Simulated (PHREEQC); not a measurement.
Dissolve 0.0017 mol/kgw AgNO3 and 0.0003 mol/kgw NaCl at 25 °C. Closed to the air; pH follows from the charge balance.

Equilibrium calculation in PHREEQC: ion-association model, wateq4f.dat.

No solid was allowed to form.

Task: Predict the pH.

Result: pH 6.97.

Task: In which forms is Cl present?

Result: AgCl 71 %, Cl- 28 %, AgCl2- 1.2 % of the Cl.

The solution is supersaturated, for example in Cerargyrite, so a real one may precipitate; this is no full list. Species that the database lacks are ignored.
